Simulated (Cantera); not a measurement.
Feed: 1 mol K₂CO₃, 0.31 mol C, 8.1 mol CO₂, equilibrated at 1 atm.

Method: chemical equilibrium by Gibbs-energy minimisation in Cantera with the NASA 1993 tables (ideal gas, pure condensed phases). Candidate condensed phases: C, K, KO₂, K₂CO₃, K₂O, K₂O₂; 15 gas species. Equilibrium is a limit: real reactors are often held back by kinetics, nucleation or transport.

x: gas mole fraction; n: condensed amount in mol.

| T (K) | x CO₂ | x K | x CO | x O₂ | x KO | n K₂CO₃(l) |
|---|---|---|---|---|---|---|
| 1825 | 0.900 | 0.0675 | 0.0326 | 5.29e-5 | 8.55e-5 | 0.684 |
| 1850 | 0.896 | … | … | … | … | … |
| 1875 | 0.891 | 0.0869 | 0.0214 | 0.000322 | 0.000264 | 0.578 |
| 1900 | 0.886 | 0.0962 | 0.0167 | 0.000830 | 0.000461 | 0.524 |
| 1925 | 0.878 | 0.106 | 0.0132 | 0.00209 | 0.000795 | 0.462 |
| 1950 | 0.864 | … | … | … | … | … |
| 1975 | 0.841 | 0.138 | 0.00908 | 0.00969 | 0.00216 | 0.245 |
| 2000 | 0.807 | 0.164 | 0.00807 | 0.0173 | 0.00339 | 0.0356 |
| 2025 | 0.800 | 0.168 | 0.00933 | 0.0191 | 0.00361 | 0 |
| 2050 | 0.797 | 0.168 | 0.0111 | 0.0200 | 0.00364 | 0 |
| 2075 | 0.794 | 0.168 | 0.0132 | 0.0210 | 0.00368 | 0 |

Question: What belongs in the gaps?

Answer: 
- 1950, x K: 0.119
- 1950, x CO: 0.0107
- 1950, x O₂: 0.00480
- 1950, x KO: 0.00134
- 1950, n K₂CO₃(l): 0.377
- 1850, x K: 0.0773
- 1850, x CO: 0.0268
- 1850, x O₂: 0.000128
- 1850, x KO: 0.000150
- 1850, n K₂CO₃(l): 0.631
